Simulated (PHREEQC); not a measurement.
Acid rinse or clean with mixed reagents: speciation

Solution A (0.028 mol HCl, 0.0011 mol ZnSO4 and 0.00029 mol MnSO4 per kg of water) is mixed with solution B (0.25 mmol/kgw Sr(OH)2 and 1.4 mmol/kgw Al2(SO4)3) at 20 °C; shares are by mass of water, 1 kg in all. No oxygen is let in. No CO2 enters from the air. Only these solids could form: Celestite, Boehmite, Pyrochroite, Zn(OH)2-a, Zn4(OH)6SO4, Zn5(OH)8Cl2, Basaluminite, Goslarite.

The series has 11 steps of share of solution B, from 0 to 1.

Equilibrium calculation in PHREEQC: ion-association model, wateq4f.dat.

Question: Which solids form, in which order, and at which step of the series does each first stand?

Answer: Basaluminite from share of solution B = 1 (pH 3.94).

Question: Between which two steps does the pH jump most, and from what to what?

Answer: Between share of solution B = 0.9 and 1: from 2.72 to 3.94.

Complexes and solids missing from the database can't appear.
